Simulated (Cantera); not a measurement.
An adiabatic, constant-volume homogeneous reactor starts with CO : H₂ : CH₄ : O₂ : N₂ = 1 : 1.2 : 0.052 : 0.708 : 2.66 (molar parts), equivalence ratio 1.7, at 1650 K and 0.370 bar. Integrator tolerance rtol = 1e-08.

Model: GRI-Mech 3.0 (53 species, 325 reactions), integrated in Cantera.

Problem. What does this change do: initial temperature 1650 to 1050 K?

Solution. 
```
quantity                                                            before                                    after
---------------------------------  ---------------------------------------  ---------------------------------------
time of steepest temperature rise                                  28.1 µs                                 0.409 ms
temperature at 0.200 s                                              2892 K                                   2780 K
equilibrium temperature                                             2892 K                                   2780 K
x(CO) at 0.200 s                       0.150 (gas-phase equilibrium 0.150)      0.144 (gas-phase equilibrium 0.144)
x(H₂) at 0.200 s                     0.0647 (gas-phase equilibrium 0.0647)    0.0608 (gas-phase equilibrium 0.0608)
x(CH₄) at 0.200 s                    <1e-12 (gas-phase equilibrium <1e-12)    <1e-12 (gas-phase equilibrium <1e-12)
x(NO₂) at 0.200 s                  6.56e-7 (gas-phase equilibrium 6.56e-7)  3.37e-7 (gas-phase equilibrium 3.37e-7)
x(HCO) at 0.200 s                  2.89e-7 (gas-phase equilibrium 2.89e-7)  2.53e-7 (gas-phase equilibrium 2.53e-7)
```

Problem. What does this change do: pressure from 0.370 bar to 0.220 bar?

Solution. 
```tsv
quantity	before	after
time of steepest temperature rise	28.1 µs	47.1 µs
temperature at 0.200 s	2892 K	2838 K
equilibrium temperature	2892 K	2838 K
x(CO) at 0.200 s	0.150 (gas-phase equilibrium 0.150)	0.150 (gas-phase equilibrium 0.150)
x(H₂) at 0.200 s	0.0647 (gas-phase equilibrium 0.0647)	0.0650 (gas-phase equilibrium 0.0650)
x(CH₄) at 0.200 s	<1e-12 (gas-phase equilibrium <1e-12)	<1e-12 (gas-phase equilibrium <1e-12)
x(NO₂) at 0.200 s	6.56e-7 (gas-phase equilibrium 6.56e-7)	5.29e-7 (gas-phase equilibrium 5.29e-7)
x(HCO) at 0.200 s	2.89e-7 (gas-phase equilibrium 2.89e-7)	1.96e-7 (gas-phase equilibrium 1.96e-7)
```
